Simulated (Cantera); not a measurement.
**Transport properties of process gases**

Gas mixture: 42.1 % CO, 12.9 % H2O, 44.9 % CO2, at 0.00138 atm, frozen composition.

Cantera's kinetic-theory transport with the Lennard-Jones parameters of GRI-Mech 3.0, ideal gas; thermal conductivity in the multicomponent form. Polar gases are described roughly by these parameters.

```json
[
 {"T (K)": "400", "ρ (kg/m³)": "0.00143", "cp (J/kg/K)": "1043", "μ (µPa s)": "20.1", "λ (mW/m/K)": "29.9", "Pr": "0.699", "D (cm²/s) H2": "867", "D (cm²/s) CO2": "195", "D (cm²/s) H": "1360"},
 {"T (K)": "550", "ρ (kg/m³)": "0.00104", "cp (J/kg/K)": "1121", "μ (µPa s)": "26.0", "λ (mW/m/K)": "41.6", "Pr": "0.702", "D (cm²/s) H2": "1490", "D (cm²/s) CO2": "346", "D (cm²/s) H": "2390"},
 {"T (K)": "700", "ρ (kg/m³)": "0.000816", "cp (J/kg/K)": "1187", "μ (µPa s)": "31.4", "λ (mW/m/K)": "52.9", "Pr": "0.704", "D (cm²/s) H2": "2240", "D (cm²/s) CO2": "530", "D (cm²/s) H": "3640"},
 {"T (K)": "850", "ρ (kg/m³)": "0.000672", "cp (J/kg/K)": "1243", "μ (µPa s)": "36.3", "λ (mW/m/K)": "64.0", "Pr": "0.704", "D (cm²/s) H2": "3100", "D (cm²/s) CO2": "743", "D (cm²/s) H": "5090"},
 {"T (K)": "1000", "ρ (kg/m³)": "0.000571", "cp (J/kg/K)": "1289", "μ (µPa s)": "40.8", "λ (mW/m/K)": "74.7", "Pr": "0.704", "D (cm²/s) H2": "4060", "D (cm²/s) CO2": "982", "D (cm²/s) H": "6710"},
 {"T (K)": "1150", "ρ (kg/m³)": "0.000496", "cp (J/kg/K)": "1327", "μ (µPa s)": "45.1", "λ (mW/m/K)": "84.9", "Pr": "0.704", "D (cm²/s) H2": "5130", "D (cm²/s) CO2": "1250", "D (cm²/s) H": "8490"},
 {"T (K)": "1300", "ρ (kg/m³)": "0.000439", "cp (J/kg/K)": "1358", "μ (µPa s)": "49.1", "λ (mW/m/K)": "94.7", "Pr": "0.704", "D (cm²/s) H2": "6290", "D (cm²/s) CO2": "1530", "D (cm²/s) H": "10400"}
]
```
D: mixture-averaged diffusion coefficient of that species in the mixture.
